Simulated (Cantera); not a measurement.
A closed system holds: 1 mol BF₃, 8.2 mol O₂, 63 mol H₂, equilibrated at 1330 Pa.

Method: chemical equilibrium by Gibbs-energy minimisation in Cantera with the NASA 1993 tables (ideal gas, pure condensed phases). Candidate condensed phases: B, B₂O₃, B₃O₃H₃, H₂O; 43 gas species. Gases not in the tables: H₃BO₃. Kinetics and transport are ignored.

Question: At 1425 K, list the 4 most abundant gas species with their mole fractions, and the condensed phases.

Answer: H₂ 0.717, H₂O 0.227, HF 0.0407, HBO₂ 0.00992. Condensed: gas only.
